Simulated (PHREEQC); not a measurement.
Make-up at 25 °C: 0.021 mol Cu(NO3)2, 0.00062 mol H2SO4 and 0.02 mol KCl per kg of water. Closed to the air; pH follows from the charge balance.

Equilibrium calculation in PHREEQC: ion-association model, phreeqc.dat.

```json
[
 {"quantity": "pH", "before": "2.99", "after": "2.31"},
 {"quantity": "ionic strength (mol/kgw)", "before": "0.0829", "after": "0.0864"},
 {"quantity": "Cu+2 (mol/kgw)", "before": "0.0203", "after": "0.0195"},
 {"quantity": "CuCl+ (mol/kgw)", "before": "0.000449", "after": "0.000428"},
 {"quantity": "SO4-2 (mol/kgw)", "before": "0.000348", "after": "0.00161"},
 {"quantity": "CuSO4 (mol/kgw)", "before": "0.000236", "after": "0.00103"},
 {"quantity": "SI of Sylvite (KCl)", "before": "-4.53", "after": "-4.53"}
]
```

Q: Name the change that produced these shifts.
A. H2SO4 from 0.00062 to 0.0031 mol/kgw
B. 0.00057 mol/kgw CO2 added
C. temperature from 25 to 85 °C
D. diluted 2-fold with water
E. H2SO4 from 0.00062 to 6.2e-05 mol/kgw

A: A, H2SO4 from 0.00062 to 0.0031 mol/kgw

This is a speciation only: nothing precipitates in the calculation.
